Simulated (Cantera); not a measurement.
A jet of 7.39 % CH4, 14.8 % O2, 77.8 % N2, equivalence ratio 1.0 at 300 K and 45.8 Torr hits a platinum plate 3 cm away at a mass flux of 0.072 kg/m²/s; the plate temperature is set and raised in steps from an oxygen-covered start.

Computed with Cantera and Deutschmann's 1995 Pt surface mechanism with GRI-Mech 3.0 gas chemistry. Catalytic surfaces can have several steady states; this one follows from the mechanism file's or the stated starting coverage.

x: mole fraction at the wall; θ: surface coverage.

```csv
plate T (K),wall x CH4,wall x O2,wall x H2O,wall x OH,wall x CO,wall x CO2,θ free Pt,θ O*,θ OH*
850,0.0650,0.129,0.0169,<1e-8,___,0.0110,0.156,0.843,0.000979
900,0.0559,0.109,0.0340,4.10e-8,___,0.0221,0.229,0.770,0.00128
950,0.0450,0.0856,0.0544,1.34e-7,___,0.0357,0.313,0.685,0.00146
1000,0.0346,0.0636,0.0736,3.78e-7,___,0.0484,0.406,0.592,0.00149
1050,0.0264,0.0463,0.0886,9.10e-7,___,0.0585,0.503,0.496,0.00141
1100,0.0209,0.0346,0.0985,1.93e-6,___,0.0655,0.595,0.404,0.00125
```

### Question
What belongs in the gaps?

### Answer

- 850, wall x CO: 1.81e-5
- 900, wall x CO: 2.28e-5
- 950, wall x CO: 2.64e-5
- 1000, wall x CO: 2.90e-5
- 1050, wall x CO: 3.17e-5
- 1100, wall x CO: 3.60e-5
